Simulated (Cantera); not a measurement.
Ignition delay

Mixture: 2.34 % C₃H₈, 20.5 % O₂, 77.2 % N₂, equivalence ratio 0.57, at 10.0 bar, adiabatic and at constant pressure. Ignition delay is the time to a rise of 400 K.

Detailed kinetics in Cantera: GRI-Mech 3.0 (53 species, 325 reactions). GRI-Mech 3.0 was tuned for natural gas; its chemistry of propane as a main component is partial and can be far from experiment.

| T0 (K) | delay (ms) |
|---|---|
| 1150 | 3.77 |
| 1200 | 1.54 |
| 1250 | 0.646 |
| 1300 | 0.284 |
| 1350 | 0.132 |
| 1400 | 0.0659 |

```
Quantity                                                Result
--------------------------------------------------  ----------
apparent activation energy between 1300 and 1400 K  220 kJ/mol
```
